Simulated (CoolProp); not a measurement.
The fluid at 165.46 K and 0.63 MPa (stagnation) flows isentropically through a choked orifice. The same conditions are run with several fluids, on thermodynamics alone (safety and materials aside).

Model: reference Helmholtz-energy equation of state of each fluid (methane: Setzmann 1991; oxygen: Schmidt 1985; carbon monoxide: Lemmon 2006; normal hydrogen: Leachman 2009; dry air: Lemmon 2000), in CoolProp. Blends and air are pseudo-pure fits.

```json
[
 {"fluid": "methane", "throat to inlet pressure ratio": "(withheld)", "mass flux (kg/(m² s))": "1500", "throat temperature (K)": "(withheld)"},
 {"fluid": "oxygen", "throat to inlet pressure ratio": "(withheld)", "mass flux (kg/(m² s))": "(withheld)", "throat temperature (K)": "(withheld)"},
 {"fluid": "carbon monoxide", "throat to inlet pressure ratio": "0.528", "mass flux (kg/(m² s))": "(withheld)", "throat temperature (K)": "137.5"},
 {"fluid": "normal hydrogen", "throat to inlet pressure ratio": "0.508", "mass flux (kg/(m² s))": "(withheld)", "throat temperature (K)": "(withheld)"},
 {"fluid": "dry air", "throat to inlet pressure ratio": "0.528", "mass flux (kg/(m² s))": "2010", "throat temperature (K)": "137.5"}
]
```

### Question
Fill in the missing entries.

### Answer

- methane, throat to inlet pressure ratio: 0.543
- methane, throat temperature (K): 141.3
- oxygen, throat to inlet pressure ratio: 0.529
- oxygen, mass flux (kg/(m² s)): 2120
- oxygen, throat temperature (K): 137.6
- carbon monoxide, mass flux (kg/(m² s)): 1980
- normal hydrogen, mass flux (kg/(m² s)): 534
- normal hydrogen, throat temperature (K): 132.4
